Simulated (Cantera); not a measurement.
What does this Cantera script print?

```python
import numpy as np
import cantera as ct

gas = ct.Solution("gri30.yaml")
gas.TPX = 1800, 150000, {'NO': 1, 'N2': 6.4}
inlet = ct.Reservoir(gas, clone=True)

reactor = ct.IdealGasConstPressureReactor(gas, energy="off", clone=False)
exhaust = ct.Reservoir(gas, clone=True)
tau = [18, 5.5, 1.7, 0.52, 0.16, 0.049, 0.015, 0.0046, 0.0014, 0.00043, 0.00013][0]
for a, b in ((inlet, reactor), (reactor, exhaust)):
    ct.MassFlowController(a, b, mdot=lambda t: reactor.mass / tau)
net = ct.ReactorNet([reactor])
show = ['NO', 'N2O', 'N2', 'O', 'NO2', 'O2']

rows = []
print(f"{'tau/s':>10s}{'T/K':>9s}" + "".join(f"{s:>11s}" for s in show))
for tau in [18, 5.5, 1.7, 0.52, 0.16, 0.049, 0.015, 0.0046, 0.0014, 0.00043, 0.00013]:
    net.initial_time = 0.0
    net.advance(30 * tau)
    before = gas.X
    net.advance(40 * tau)
    drift = np.max(np.abs(gas.X - before) / (gas.X + 1e-9))
    rows.append([gas.T, *gas[show].X, drift])
    print(f"{tau:10.3e}{gas.T:9.1f}" + "".join(f"{x:11.3e}" for x in gas[show].X))
```

It prints:

```
     tau/s      T/K         NO        N2O         N2          O        NO2         O2
 1.800e+01   1800.0  5.995e-02  1.671e-06  9.024e-01  1.958e-05  7.829e-05  3.751e-02
 5.500e+00   1800.0  9.168e-02  3.705e-06  8.866e-01  1.513e-05  9.217e-05  2.163e-02
 1.700e+00   1800.0  1.161e-01  5.874e-06  8.744e-01  1.049e-05  8.037e-05  9.448e-03
 5.200e-01   1800.0  1.284e-01  7.172e-06  8.682e-01  7.044e-06  5.916e-05  3.293e-03
 1.600e-01   1800.0  1.330e-01  7.651e-06  8.659e-01  5.208e-06  4.485e-05  1.036e-03
 4.900e-02   1800.0  1.344e-01  7.689e-06  8.652e-01  4.363e-06  3.768e-05  3.042e-04
 1.500e-02   1800.0  1.349e-01  7.330e-06  8.650e-01  3.782e-06  3.245e-05  7.874e-05
 4.600e-03   1800.0  1.351e-01  6.257e-06  8.649e-01  2.832e-06  2.368e-05  1.407e-05
 1.400e-03   1800.0  1.351e-01  4.202e-06  8.649e-01  1.376e-06  1.047e-05  1.045e-06
 4.300e-04   1800.0  1.351e-01  2.032e-06  8.649e-01  4.988e-07  2.867e-06  4.845e-08
 1.300e-04   1800.0  1.351e-01  7.471e-07  8.649e-01  2.174e-07  6.820e-07  3.785e-09
```

Model: GRI-Mech 3.0 (53 species, 325 reactions), integrated in Cantera.
